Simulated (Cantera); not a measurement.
An isothermal, constant-pressure homogeneous reactor starts with CO : O2 : H2O : N2 = 0.0049 : 0.023 : 0.035 : 1 (molar parts), at 1100 K and 9.87 atm. Integrator tolerance rtol = 1e-08.

Model: GRI-Mech 3.0 (53 species, 325 reactions), integrated in Cantera.

**Question.** What does this change do: temperature 1100 to 1000 K?

**Answer.** 
| quantity | before | after |
|---|---|---|
| x(CO) at 2.00 s | 8.46e-5 (gas-phase equilibrium 1.41e-11) | 0.00161 (gas-phase equilibrium <1e-12) |
| x(O2) at 2.00 s | 0.0194 (gas-phase equilibrium 0.0194) | 0.0202 (gas-phase equilibrium 0.0194) |
| x(H2O) at 2.00 s | 0.0330 (gas-phase equilibrium 0.0330) | 0.0330 (gas-phase equilibrium 0.0330) |
| x(CO2) at 2.00 s | 0.00454 (gas-phase equilibrium 0.00462) | 0.00301 (gas-phase equilibrium 0.00462) |
| x(H) at 2.00 s | 7.24e-11 (gas-phase equilibrium <1e-12) | 2.40e-10 (gas-phase equilibrium <1e-12) |
